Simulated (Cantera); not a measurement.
A freely propagating, adiabatic, planar premixed flame of 20.9 % H2, 16.6 % O2, 62.4 % N2, unburnt at 700 K and 100000 Pa; multicomponent+Soret transport, grid criteria slope 0.08 and curve 0.16, no radiation.

Cantera simulation using the H2/O2 subset of GRI-Mech 3.0, which has no nitrogen chemistry; the numbers are that mechanism's predictions, not measurements. Burning velocities carry a grid error of a few per cent, more on coarse grids. Lean hydrogen flames are cellular in practice and burn faster than this planar one.

x: mole fraction of selected species; z is measured from the peak of heat release.

```
z (mm)  T (K)  u (m/s)     x H2    x O2       x H      x OH       x O   x H2O2
------  -----  -------  -------  ------  --------  --------  --------  -------
-1.39     700     6.48    0.209   0.166     <1e-8     <1e-8     <1e-8    <1e-8
-0.927    700     6.48    0.209   0.166     <1e-8     <1e-8     <1e-8    <1e-8
-0.696    700     6.48    0.209   0.166     <1e-8     <1e-8     <1e-8    <1e-8
-0.464    700     6.48    0.209   0.166   4.39e-7     <1e-8   3.19e-8    <1e-8
-0.232    724     6.62    0.197   0.168  0.000318   8.93e-5   2.39e-5  4.87e-6
-0.116    896     8.00    0.161   0.163   0.00486  0.000761  0.000594  9.79e-6
0        1250     10.9   0.0837   0.127    0.0219   0.00412   0.00618  7.07e-6
0.116     [?]     13.1      [?]     [?]       [?]       [?]    0.0135      [?]
0.232    1660     14.3   0.0190  0.0751    0.0247    0.0125    0.0146  2.02e-6
0.464    1807     15.4   0.0151  0.0710    0.0164    0.0143    0.0123  1.05e-6
0.927    1945     16.4   0.0114  0.0689   0.00898    0.0146   0.00872  5.88e-7
1.85     2056     17.2  0.00722  0.0679   0.00399    0.0131   0.00528  3.70e-7
3.71     2134     17.8      [?]  0.0678       [?]       [?]       [?]      [?]
```

Problem. Some entries are withheld; supply them.

Solution. 
- 0.116, T (K): 1519
- 0.116, x H2: 0.0304
- 0.116, x O2: 0.0867
- 0.116, x H: 0.0293
- 0.116, x OH: 0.00972
- 0.116, x H2O2: 3.65e-6
- 3.71, x H2: 0.00378
- 3.71, x H: 0.00139
- 3.71, x OH: 0.0102
- 3.71, x O: 0.00269
- 3.71, x H2O2: 2.52e-7
